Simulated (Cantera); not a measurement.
A closed system holds: 1 mol CH₂F₂, 0.68 mol CH₄, at 10.0 mbar.

Equilibrium computed with Cantera from the NASA thermochemical tables; the gas is ideal and each condensed phase is pure. Candidate condensed phases: C, C₆H₆, C₇H₈, C₈H₁₈; 95 gas species. Kinetics and transport are ignored. All values below are at 1275 K.

Base state: HF 0.595, H₂ 0.405, CH₄ 1.52e-5 (mole fractions); condensed: C(graphite).

Problem. What changes in the equilibrium state with this change: CH₄ from 0.68 to 0.015 mol?

Solution. 
```
species            before    after
----------------  -------  -------
HF                  0.595    0.985
H₂                  0.405   0.0148
CH₄               1.52e-5  2.02e-8
C(graphite), mol     1.68     1.01
```

Problem. What changes in the equilibrium state with this change: CH₂F₂ replaced by c-C₄F₈?

Solution. 
```json
[
 {"species": "HF", "before": "0.595", "after": "0.673"},
 {"species": "CF₄", "before": "<1e-9", "after": "0.327"},
 {"species": "H₂", "before": "0.405", "after": "1.42e-9"},
 {"species": "CH₄", "before": "1.52e-5", "after": "<1e-9"},
 {"species": "C(graphite), mol", "before": "1.68", "after": "3.36"}
]
```
The feed counts by its element totals alone. Gases not in the tables: C₂F₆ and larger saturated fluorocarbons.
